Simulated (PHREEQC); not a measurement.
0.016 g of hydrous ferric oxide (600 m²/g; 0.2 weak and 0.005 strong sites per Fe, Dzombak-Morel constants, diffuse double layer) in 1 kg of water with 0.3 mol/kgw of an inert sodium salt and 8.9e-05 mol PbCl2, at 25 °C; the pH is set by adding NaOH or the inert anion's acid. O2 is buffered at 0.21 atm. CO2 from the air is kept out. No solid was allowed to form.

Base run: PHREEQC, ion-association model, wateq4f.dat. Each further column changes one thing. The table gives Pb sorbed (%).

```tsv
pH	base	background salt from 0.3 to 0.03 mol/kgw	oxide from 0.016 to 0.08 g/kgw	0.00011 mol/kgw BaCl2 added
3	0.1	0.1	0.3	0.1
4	0.9	0.9	?	0.9
5	1.7	1.8	8.5	1.7
5.5	5.8	?	24.8	5.8
6.5	26.4	?	84.3	26.4
7.5	33.5	26.3	?	33.5
8.5	32.1	25.4	99.7	32.1
9	29.7	?	?	29.7
10	24.9	?	99.3	24.9
11	20.0	20.4	89.8	20.0
```

Problem. Some entries are withheld; supply them.

Solution. 
- 4, oxide from 0.016 to 0.08 g/kgw: 4.3
- 5.5, background salt from 0.3 to 0.03 mol/kgw: 5.4
- 6.5, background salt from 0.3 to 0.03 mol/kgw: 20.5
- 7.5, oxide from 0.016 to 0.08 g/kgw: 98.5
- 9, background salt from 0.3 to 0.03 mol/kgw: 24.1
- 9, oxide from 0.016 to 0.08 g/kgw: 99.8
- 10, background salt from 0.3 to 0.03 mol/kgw: 22.1

The oxide is taken as insoluble; below pH 4 it would dissolve.
